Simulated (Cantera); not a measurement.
A closed system holds: 1 mol C2H5OH, 0.57 mol NH3, equilibrated at 27.0 Pa.

Equilibrium computed with Cantera from the NASA thermochemical tables; the gas is ideal and each condensed phase is pure. Candidate condensed phases: C, C6H6, C7H8, C8H18, H2O; 136 gas species. Kinetics and transport are ignored.

Over these rows the condensed part is C(graphite). Partial pressures as log10 of bar:

| T (K) | 1000/T (1/K) | log p HCN | log p H2 | log p CO | log p N2 |
|---|---|---|---|---|---|
| 1125 | 0.8889 | -8.77 | -3.69 | -4.28 | -4.82 |
| 1275 | 0.7843 | -8.05 | -3.69 | -4.28 | -4.82 |
| 1425 | 0.7018 | -7.48 | -3.69 | -4.28 | -4.83 |
| 1575 | 0.6349 | -7.02 | -3.69 | -4.28 | -4.83 |
| 1725 | 0.5797 | -6.64 | -3.70 | -4.28 | -4.83 |
| 1875 | 0.5333 | ? | -3.71 | -4.29 | -4.84 |

Question: Fit log p(HCN) = a + b·(1000/T) to the five rows, give the apparent enthalpy, and predict the row at 1875 K.

Answer: Means: 1000/T = 0.7179, log p = -7.592. Sxy = -0.412695, Sxx = 0.0598974, so b = -6.89 and a = -7.592 − (-6.89)×0.7179 = -2.65.
Apparent enthalpy: −19.145 × (-6.89) = 132 kJ/mol. With the condensed phases at unit activity, C(graphite) + 1/2 H2(g) + 1/2 N2(g) = HCN(g) links this pressure to the main gases: over the six rows their terms move log p by -0.02 in all, so the slope is close to that reaction's ΔH°. The five rows lie within 0.01 of the line.
Prediction at 1875 K: -2.65 + (-6.89)×0.5333 = -6.32. The computed value is -6.34, 0.02 from the line.
